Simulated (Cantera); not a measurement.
# Ca(OH)2 + CO2 (calcination and drying)

Input: 1 mol Ca(OH)2, 2.2 mol CO2, at 75.0 Torr.

Equilibrium computed with Cantera from the NASA thermochemical tables; the gas is ideal and each condensed phase is pure. Candidate condensed phases: C, C6H6, C7H8, C8H18, Ca, CaCO3, CaO, Ca(OH)2, H2O; 115 gas species. Kinetics and transport are ignored.

From 952 °C to 1852 °C the condensed part is CaO(s).

```
T (°C)  x CO2  x H2O      x CO      x O2  n CaO(s)
------  -----  -----  --------  --------  --------
952     0.687  0.312   1.92e-5   1.23e-5      1.00
1052    0.687  0.312   7.87e-5   4.76e-5      1.00
1152    0.687  0.312  0.000263  0.000153      1.00
1252    0.686  0.312  0.000748  0.000421     1.000
1352    0.685  0.312   0.00186   0.00102     1.000
1452    0.682  0.311   0.00416   0.00224     1.000
1552    0.676  0.309   0.00847   0.00449     1.000
1652    0.665  0.307    0.0159   0.00830     1.000
1752    0.648  0.303    0.0278    0.0143     1.000
1852    0.623  0.296    0.0457    0.0232     1.000
```
x: gas mole fraction; n: condensed amount in mol.
